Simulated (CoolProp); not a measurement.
Saturation properties of n-pentane.

Values from CoolProp's reference Helmholtz-energy equation of state, Thol 2019.

| T (K) | p (MPa) | vapour density (kg/m³) | liquid cp (kJ/(kg K)) | surface tension (mN/m) |
|---|---|---|---|---|
| 353.8 | 0.3743 | 10.32 | 2.610 | 9.51 |
| 361 | 0.4470 | 12.27 | 2.656 | 8.78 |
| 368.1 | 0.5286 | ? | 2.703 | ? |
| 375.2 | ? | 17.03 | 2.753 | 7.36 |
| 382.4 | 0.7261 | 19.97 | ? | 6.66 |
| 389.5 | 0.8425 | 23.29 | 2.866 | 5.98 |
| 396.7 | 0.9741 | ? | 2.931 | 5.31 |
| 403.8 | 1.118 | 31.52 | 3.002 | 4.66 |
| 410.9 | 1.278 | 36.56 | 3.084 | 4.03 |

Task: Complete the blanks.

Result: 
- 368.1, vapour density (kg/m³): 14.49
- 368.1, surface tension (mN/m): 8.06
- 375.2, p (MPa): 0.6208
- 382.4, liquid cp (kJ/(kg K)): 2.808
- 396.7, vapour density (kg/m³): 27.15

It boils at 309.2 K under 1 atm.

Surface tension comes from a separate correlation (Mulero 2012).
